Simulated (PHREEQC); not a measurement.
PHREEQC input (Pitzer model, pitzer.dat):

```
SOLUTION 1
  temp 75
  units mol/kgw
  pH 7 charge
  S(6) 0.116
  Mg 0.095
  Cl 0.011
  Na 0.011
  K 0.042
END
USE solution 1
INCREMENTAL_REACTIONS false
REACTION 1
  H2O -1
  0 9.886 18.011 24.689 30.178 34.689 38.397 41.444
  43.949 46.007 47.699 49.089 50.232 51.172 51.944 52.578
  53.1 53.528 53.88 moles
EQUILIBRIUM_PHASES 1
  Arcanite 0 0
  Bischofite 0 0
  Bloedite 0 0
  Brucite 0 0
  Carnallite 0 0
  Epsomite 0 0
  Glaserite 0 0
  Halite 0 0
  Hexahydrite 0 0
  Kainite 0 0
  Kieserite 0 0
  Leonite 0 0
  Mirabilite 0 0
  Misenite 0 0
  Schoenite 0 0
  Sylvite 0 0
  Thenardite 0 0
  MgCl2_4H2O 0 0
SELECTED_OUTPUT 1
  -reset false
  -pH true
  -pe true
  -ionic_strength true
  -water true
  -activities H2O
  -totals Cl K Mg Na S
  -molalities H+ Na+ K+ Mg+2 Cl- SO4-2 OH- HSO4- MgOH+
  -equilibrium_phases Arcanite Bischofite Bloedite Brucite Carnallite Epsomite Glaserite Halite Hexahydrite Kainite
    Kieserite Leonite Mirabilite Misenite Schoenite Sylvite Thenardite MgCl2_4H2O
PRINT
  -reset false
END
```

Selected output (columns that matter, 10 of 19 rows; water left (kg) added in front):

```
water left (kg)	pH	mu	Cl	K	Mg	Na	S	m_H+	m_Na+	m_K+	m_Mg+2	m_Cl-	m_SO4-2	la_H2O
1	6.3649	0.45399	0.011	0.042	0.095	0.011	0.116	7.1609e-07	0.011	0.042	0.094997	0.011	0.116	-0.0013403
0.675514	6.3435	0.67207	0.016284	0.062175	0.14063	0.016284	0.17172	8.0918e-07	0.016284	0.062175	0.14063	0.016284	0.17172	-0.0019222
0.456313	6.315	0.99491	0.024106	0.092042	0.20819	0.024106	0.25421	9.3103e-07	0.024106	0.092042	0.20818	0.024106	0.25421	-0.0027604
0.30824	6.278	1.4729	0.035687	0.13626	0.3082	0.035687	0.37633	1.0878e-06	0.035687	0.13626	0.30819	0.035687	0.37632	-0.0039671
0.208215	6.2298	2.1804	0.05283	0.20171	0.45626	0.05283	0.55712	1.2813e-06	0.05283	0.20171	0.45625	0.05283	0.55711	-0.0057104
0.140655	6.1653	3.2277	0.078206	0.2986	0.67541	0.078206	0.82471	1.4965e-06	0.078206	0.2986	0.6754	0.078206	0.8247	-0.0082843
0.0950203	6.0747	4.7779	0.11576	0.44201	0.99979	0.11576	1.2208	1.671e-06	0.11576	0.44201	0.99977	0.11576	1.2208	-0.012311
0.064177	5.9404	7.0741	0.1714	0.65444	1.4803	0.1714	1.8075	1.6457e-06	0.1714	0.65444	1.4803	0.1714	1.8075	-0.019243
0.0433505	5.7357	10.473	0.25375	0.96885	2.1914	0.25375	2.6759	1.1898e-06	0.25375	0.96885	2.1914	0.25375	2.6758	-0.032376
0.029298	5.4244	15.496	0.37545	1.4335	3.2425	0.37545	3.9593	4.1569e-07	0.37545	1.4335	3.2425	0.37545	3.9593	-0.058561
```

Away from 25 °C the constants follow the database's enthalpies or fits; those with neither stay at their 25 °C values.
